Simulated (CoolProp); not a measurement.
Vapour-liquid equilibrium of CH2F2 (R32) (1) + dimethyl ether (2) at 0.00427 MPa; x and y are mole fractions of (1).

Values from CoolProp's multi-fluid Helmholtz-energy mixture model, Tillner-Roth 1997 and Wu 2011; pair parameters Bell 2016.

| x | bubble temperature, mixture model (K) | bubble temperature, Raoult's law (K) | y, mixture model | y, Raoult's law |
|---|---|---|---|---|
| 0.05 | 191.9 | 191.7 | 0.187 | 0.198 |
| 0.15 | 188.3 | 188.2 | 0.460 | 0.460 |
| 0.25 | ___ | 185.5 | 0.635 | 0.622 |
| 0.35 | 182.8 | 183.2 | 0.748 | 0.731 |
| 0.45 | ___ | 181.3 | ___ | 0.808 |
| 0.55 | 179.1 | 179.7 | ___ | 0.865 |
| 0.65 | 177.8 | 178.3 | 0.911 | 0.908 |
| 0.75 | ___ | 177.0 | 0.940 | 0.941 |
| 0.85 | 175.7 | 175.9 | ___ | 0.968 |
| 0.95 | ___ | 174.9 | 0.988 | 0.990 |

Q: Fill in the missing entries.

A: 
- 0.25, bubble temperature, mixture model (K): 185.3
- 0.45, bubble temperature, mixture model (K): 180.7
- 0.45, y, mixture model: 0.822
- 0.55, y, mixture model: 0.874
- 0.75, bubble temperature, mixture model (K): 176.7
- 0.85, y, mixture model: 0.965
- 0.95, bubble temperature, mixture model (K): 174.8

The largest gap from Raoult's law is -0.6 K in bubble temperature, at x = 0.55. No azeotrope shows between x = 0.05 and 0.95.

Pair parameters are fitted to limited data, so mixtures are less certain than the pure fluids. The gap from Raoult's law changes sign with composition, which may be real or a fault of the pair parameters; it wasn't checked against measurements.
